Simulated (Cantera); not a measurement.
An isothermal, constant-pressure homogeneous reactor starts with H2 : O2 : N2 = 1 : 1 : 0.65 (molar parts), equivalence ratio 0.50, at 823 K and 13300 Pa. Integrator tolerance rtol = 1e-08.

Detailed kinetics in Cantera: GRI-Mech 3.0 (53 species, 325 reactions). Radical loss at walls, strong at low pressure, is not modelled. Below about 950 K walls govern HO2 and H2O2 in real vessels. The temperature is held fixed by assumption; the heat of reaction is taken as removed at once.

Q: What does this change do: pressure from 13300 Pa to 27000 Pa?

A: 
```tsv
quantity	before	after
x(H2) at 4.00 s	0.226 (gas-phase equilibrium <1e-12)	0.375 (gas-phase equilibrium <1e-12)
x(O2) at 4.00 s	0.319 (gas-phase equilibrium 0.233)	0.376 (gas-phase equilibrium 0.233)
x(H2O2) at 4.00 s	0.000335 (gas-phase equilibrium 1.48e-11)	0.000753 (gas-phase equilibrium 2.11e-11)
x(NO2) at 4.00 s	8.05e-9 (gas-phase equilibrium 1.78e-7)	<1e-12 (gas-phase equilibrium 2.54e-7)
x(H) at 4.00 s	1.87e-8 (gas-phase equilibrium <1e-12)	4.47e-8 (gas-phase equilibrium <1e-12)
```

Q: What does this change do: temperature 823 to 1275 K?

A: 
```json
[
 {"quantity": "x(H2) at 4.00 s", "before": "0.226 (gas-phase equilibrium <1e-12)", "after": "1.47e-7 (gas-phase equilibrium 1.47e-7)"},
 {"quantity": "x(O2) at 4.00 s", "before": "0.319 (gas-phase equilibrium 0.233)", "after": "0.233 (gas-phase equilibrium 0.232)"},
 {"quantity": "x(H2O2) at 4.00 s", "before": "0.000335 (gas-phase equilibrium 1.48e-11)", "after": "3.70e-9 (gas-phase equilibrium 3.69e-9)"},
 {"quantity": "x(NO2) at 4.00 s", "before": "8.05e-9 (gas-phase equilibrium 1.78e-7)", "after": "2.98e-8 (gas-phase equilibrium 1.01e-6)"},
 {"quantity": "x(H) at 4.00 s", "before": "1.87e-8 (gas-phase equilibrium <1e-12)", "after": "7.79e-10 (gas-phase equilibrium 7.79e-10)"}
]
```

Q: What does this change do: temperature 823 to 775 K?

A: 
```json
[
 {"quantity": "x(H2) at 4.00 s", "before": "0.226 (gas-phase equilibrium <1e-12)", "after": "0.377 (gas-phase equilibrium <1e-12)"},
 {"quantity": "x(O2) at 4.00 s", "before": "0.319 (gas-phase equilibrium 0.233)", "after": "0.377 (gas-phase equilibrium 0.233)"},
 {"quantity": "x(H2O2) at 4.00 s", "before": "0.000335 (gas-phase equilibrium 1.48e-11)", "after": "4.01e-6 (gas-phase equilibrium 5.69e-12)"},
 {"quantity": "x(NO2) at 4.00 s", "before": "8.05e-9 (gas-phase equilibrium 1.78e-7)", "after": "<1e-12 (gas-phase equilibrium 1.32e-7)"},
 {"quantity": "x(H) at 4.00 s", "before": "1.87e-8 (gas-phase equilibrium <1e-12)", "after": "3.92e-10 (gas-phase equilibrium <1e-12)"}
]
```
